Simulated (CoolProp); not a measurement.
Properties of CHF3 (R23) at several states.

The numbers come from the reference Helmholtz-energy equation of state, Penoncello 2003 in CoolProp.

```
T (°C)   p (MPa)   phase  cv (kJ/(kg K))  conductivity (mW/(m K))
-------  -------  ------  --------------  -----------------------
-115.55   0.0111  liquid             ___                      ___
-72.35     0.163     gas             ___                      ___
-26.55     0.405     gas             ___                      ___
27.45      0.192     gas             ___                      ___
```

**Question.** Complete the blanks.

**Answer.** 
- -115.55, cv (kJ/(kg K)): 0.7193
- -115.55, conductivity (mW/(m K)): 173
- -72.35, cv (kJ/(kg K)): 0.5558
- -72.35, conductivity (mW/(m K)): 8.55
- -26.55, cv (kJ/(kg K)): 0.5800
- -26.55, conductivity (mW/(m K)): 11.4
- 27.45, cv (kJ/(kg K)): 0.6194
- 27.45, conductivity (mW/(m K)): 13.9

Thermal conductivity comes from a separate model (Shan 2000).
